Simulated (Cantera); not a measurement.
A closed system holds: 1 mol BCl3, a varied amount of O2, 17 mol H2, equilibrated at 28.0 mbar.

Equilibrium computed with Cantera from the NASA thermochemical tables; the gas is ideal and each condensed phase is pure. Candidate condensed phases: B, B2O3, B3O3H3, H2O; 33 gas species. Mutual solubility and eutectic melting of coexisting phases are not modelled. The tables' values for BCl2 are old estimates. The numbers say what is thermodynamically allowed, not how fast it happens.

Stable condensed phases, one row left out:

```
T in K \ n(O2) in mol
         0.18 0.75  1.3  1.9  2.5    3  3.6
   2150     A    A    A    A    A    A    A
   2050     B    A    A    A    A    A    A
   1950     B    A    A    A    A    A    A
   1850     B    A    A    A    A    A    A
   1750     B    A    A    A    A    A    A
   1650     B    A    A    A    A    A    A
   1450     B    C    C    C    C    C    C
   1350     D    C    C    C    C    C    C
```

A: gas only; B: B; C: B2O3; D: B + B2O3.

Question: Give the row for 1550 K.

Answer: 0.18: B; 0.75: B2O3; 1.3: B2O3; 1.9: gas only; 2.5: gas only; 3: gas only; 3.6: gas only.
